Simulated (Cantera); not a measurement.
An isothermal, constant-pressure homogeneous reactor starts with 4.76 % H₂, 47.6 % O₂, 47.6 % N₂, at 1425 K and 0.0267 bar.

Cantera simulation using the H2/O2 subset of GRI-Mech 3.0, which has no nitrogen chemistry; the numbers are that mechanism's predictions, not measurements. Radical loss at walls, strong at low pressure, is not modelled. The temperature is held fixed by assumption; the heat of reaction is taken as removed at once.

One state of this run: x H₂ = 4.30e-7; x O₂ = 0.463; x H₂O₂ = 8.98e-10; x H = 4.07e-8; x HO₂ = 5.06e-8; x OH = 0.000101. x: mole fraction; the columns are a selection and need not sum to one.

Problem. Which value of t (s) does it belong to?
A) 1.10
B) 4.96
C) 0.00272
D) 0.0548

Solution. B, 4.96
